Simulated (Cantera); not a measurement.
Input: 1 mol SiO2, 7 mol H2, 0.036 mol H2O, equilibrated at 10.0 mbar.

Equilibrium computed with Cantera from the NASA thermochemical tables; the gas is ideal and each condensed phase is pure. Candidate condensed phases: H2O, Si, SiO2; 18 gas species. The tables hold silica as quartz up to 1696 K and as liquid above; real silica turns to tridymite and cristobalite and melts near 1996 K. Equilibrium is a limit: real reactors are often held back by kinetics, nucleation or transport.

log p: log10 of the partial pressure in bar; n: condensed amount in mol.

```csv
T (°C),log p H2,log p H2O,log p SiO,log p H,log p OH,log p SiO2,n SiO2(α-quartz),n SiO2(β-quartz),n SiO2(condensed)
550,-2.00,-4.29,<-14,[?],<-14,<-14,1.00,0,0
650,-2.00,-4.29,<-14,[?],<-14,<-14,0,1.00,0
750,-2.00,-4.29,<-14,[?],<-14,<-14,0,1.00,0
850,-2.00,-4.29,-12.86,[?],-12.95,<-14,0,1.00,0
950,-2.00,-4.29,-10.77,[?],-11.86,<-14,0,1.00,0
1050,-2.00,-4.29,-9.01,[?],-10.93,<-14,0,1.000,0
1150,-2.00,-4.29,-7.50,[?],-10.13,-12.79,0,1.000,0
1250,-2.00,-4.29,-6.20,[?],-9.43,-11.36,0,1.000,0
1350,-2.00,-4.23,-5.11,[?],-8.77,-10.11,0,0.995,0
1450,-2.01,-4.01,-4.34,[?],-8.01,-9.02,0,0,0.967
```

### Question
Fill in the missing entries.

### Answer

- 550, log p H: -12.14
- 650, log p H: -10.61
- 750, log p H: -9.38
- 850, log p H: -8.37
- 950, log p H: -7.52
- 1050, log p H: -6.80
- 1150, log p H: -6.18
- 1250, log p H: -5.64
- 1350, log p H: -5.16
- 1450, log p H: -4.74
